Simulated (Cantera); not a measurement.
Feed: 1 mol Cu2O, 3.5 mol C, 19 mol H2, 2.1 mol CO, equilibrated at 2.90 bar.

Equilibrium computed with Cantera from the NASA thermochemical tables; the gas is ideal and each condensed phase is pure. Candidate condensed phases: C, C6H6, C7H8, C8H18, Cu, CuO, Cu(OH)2, Cu2O, H2O; 113 gas species. Equilibrium is a limit: real reactors are often held back by kinetics, nucleation or transport.

Task: Which condensed phases are stable at each of these points (T (K)): 923, 1023, 1123, 1223, 1323, 1423, 1523, 1623, 1723, 1823, 1923, 2023, 2123, 2223?

Result: 
| T (K) | condensed phases | Cu condensed (%) |
|---|---|---|
| 923 | C(graphite) + Cu(s) | 100.0 |
| 1023 | C(graphite) + Cu(s) | 100.0 |
| 1123 | C(graphite) + Cu(s) | 100.0 |
| 1223 | C(graphite) + Cu(s) | 100.0 |
| 1323 | C(graphite) + Cu(s) | 100.0 |
| 1423 | C(graphite) + Cu(l) | 100.0 |
| 1523 | C(graphite) + Cu(l) | 100.0 |
| 1623 | C(graphite) + Cu(l) | 100.0 |
| 1723 | C(graphite) + Cu(l) | 99.9 |
| 1823 | C(graphite) + Cu(l) | 99.7 |
| 1923 | C(graphite) + Cu(l) | 99.2 |
| 2023 | C(graphite) + Cu(l) | 98.0 |
| 2123 | C(graphite) + Cu(l) | 95.1 |
| 2223 | C(graphite) + Cu(l) | 89.2 |

From 923 K to 1323 K the condensed part is C(graphite) + Cu(s). From 1423 K to 2223 K the condensed part is C(graphite) + Cu(l).
